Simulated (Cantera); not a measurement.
Input: 1 mol SO2, 3.7 mol H2O, 0.3 mol O2, held at 1473 K and 9400 Pa.

These are equilibrium values from Cantera (NASA tables, ideal gas, pure condensed phases), not measurements of a reactor. Candidate condensed phases: H2O, H2SO4, S; 19 gas species. Kinetics and transport are ignored.

Base state: H2O 0.740, SO2 0.199, O2 0.0596, SO3 0.000642, OH 0.000221, H2 1.29e-5 (mole fractions); condensed: gas only.

**Question.** What changes in the equilibrium state with this change: temperature from 1473 K to 3448.15 K?

**Answer.** 
```tsv
species	before	after
H	1.48e-7	0.411
O	2.22e-6	0.303
OH	0.000221	0.0727
H2O	0.740	0.0228
S	<1e-9	0.0350
SO	6.00e-7	0.0414
H2	1.29e-5	0.0577
SO2	0.199	0.00905
O2	0.0596	0.0462
SH	<1e-9	0.00147
S2	<1e-9	0.000184
```

**Question.** What changes in the equilibrium state with this change: temperature from 1473 K to 2600 K?

**Answer.** 
| species | before | after |
|---|---|---|
| H2O | 0.740 | 0.561 |
| SO2 | 0.199 | 0.162 |
| O2 | 0.0596 | 0.0768 |
| OH | 0.000221 | 0.0650 |
| H2 | 1.29e-5 | 0.0626 |
| H | 1.48e-7 | 0.0313 |
| SO | 6.00e-7 | 0.0186 |
| O | 2.22e-6 | 0.0210 |
| S | <1e-9 | 0.000513 |
| SH | <1e-9 | 0.000119 |
| HO2 | 9.38e-8 | 1.14e-5 |
| SO3 | 0.000642 | 2.15e-5 |
